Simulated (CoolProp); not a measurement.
Computed with CoolProp (reference Helmholtz-energy equation of state, McLinden 2015).

Task: Give the vapour pressure (kPa), liquid density (kg/m³), vapour density (kg/m³), enthalpy of vaporisation (kJ/kg) of saturated the fluoroketone C6F12O (FK-5-1-12) at -42.75, -5.65 °C.

Result: 
| T (°C) | p (kPa) | liquid density (kg/m³) | vapour density (kg/m³) | enthalpy of vaporisation (kJ/kg) |
|---|---|---|---|---|
| -42.75 | 0.761 | 1790 | 0.126 | 113 |
| -5.65 | 9.19 | 1690 | 1.32 | 103 |
